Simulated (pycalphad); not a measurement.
# Phase fractions of Si-14.8Mg (at.%)

All values are pycalphad results on the COST 507 light-alloy database (1999) (1 atm), not direct measurements. No gas phase is included, though pure Mg would boil below 1600 K. The database dates from 1999; later assessments differ in places, in temperatures and in the compounds included. Phase fractions are per mole of atoms. Diffusion is slow at the low end, where real alloys seldom reach equilibrium.

```csv
T (K),liquid,diamond (Si),MG2SI
1600,1.000,-,-
1550,0.863,0.137,-
1500,0.622,0.378,-
1450,0.491,0.509,-
1400,0.422,0.578,-
1350,0.381,0.619,-
1300,0.354,0.646,-
1250,0.334,0.666,-
1200,-,0.778,0.222
1150,-,0.778,0.222
1100,-,0.778,0.222
1050,-,0.778,0.222
1000,-,0.778,0.222
950,-,0.778,0.222
900,-,0.778,0.222
850,-,0.778,0.222
800,-,0.778,0.222
750,-,0.778,0.222
700,-,0.778,0.222
650,-,0.778,0.222
600,-,0.778,0.222
550,-,0.778,0.222
500,-,0.778,0.222
450,-,0.778,0.222
400,-,0.778,0.222
350,-,0.778,0.222
```

Database names, with the compositions (at.%) that they take in these runs: MG2SI: Mg 67 Si 33.
